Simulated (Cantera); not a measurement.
## Ignition delay

Mixture: 28.5 % H2, 15.0 % O2, 56.4 % N2, 0.0997 % NO, at 0.632 atm, adiabatic and at constant volume. Ignition delay is the time to a rise of 400 K.

Computed with Cantera and GRI-Mech 3.0 (53 species, 325 reactions). Below about 950 K walls govern HO2 and H2O2 in real vessels.

```
T0 (K)  delay (ms)
------  ----------
925          0.682
1000         0.279
1075         0.146
1150        0.0901
1225        0.0614
1300        0.0451
```
